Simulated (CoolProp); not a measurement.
The fluid at 298.15 K and 4.84 MPa flows at 0.079 m/s in a round tube of 20 mm bore and 45 µm roughness, fully developed (64/Re and Nu = 3.66 if laminar; Colebrook and Gnielinski if turbulent). The same conditions are run with several fluids, on thermodynamics alone (safety and materials aside).

Computed with CoolProp (reference Helmholtz-energy equation of state of each fluid (normal hydrogen: Leachman 2009; dry air: Lemmon 2000; C2F6 (R116): Lemmon 2006; methane: Setzmann 1991; nitrogen: Span 2000)). Blends and air are pseudo-pure fits.

```json
[
 {"fluid": "normal hydrogen", "Reynolds number": "676", "Darcy friction factor": "0.0947", "pressure drop (Pa/m)": "0.0565", "heat-transfer coefficient (W/(m² K))": "34.9", "mass flow (kg/h)": "0.342"},
 {"fluid": "dry air", "Reynolds number": "4680", "Darcy friction factor": "0.0405", "pressure drop (Pa/m)": "0.361", "heat-transfer coefficient (W/(m² K))": "23.2", "mass flow (kg/h)": "5.10"},
 {"fluid": "C2F6 (R116)", "Reynolds number": "20300", "Darcy friction factor": "?", "pressure drop (Pa/m)": "4.61", "heat-transfer coefficient (W/(m² K))": "235", "mass flow (kg/h)": "87.5"},
 {"fluid": "methane", "Reynolds number": "4450", "Darcy friction factor": "0.0410", "pressure drop (Pa/m)": "0.218", "heat-transfer coefficient (W/(m² K))": "?", "mass flow (kg/h)": "3.04"},
 {"fluid": "nitrogen", "Reynolds number": "?", "Darcy friction factor": "0.0405", "pressure drop (Pa/m)": "0.347", "heat-transfer coefficient (W/(m² K))": "23.1", "mass flow (kg/h)": "4.91"}
]
```

Q: Fill in the missing entries.

A: 
- C2F6 (R116), Darcy friction factor: 0.0302
- methane, heat-transfer coefficient (W/(m² K)): 30.9
- nitrogen, Reynolds number: 4660

Transport values come from each fluid's own correlations; those of C2F6 (R116) are estimates that may be off by 10 % or more.
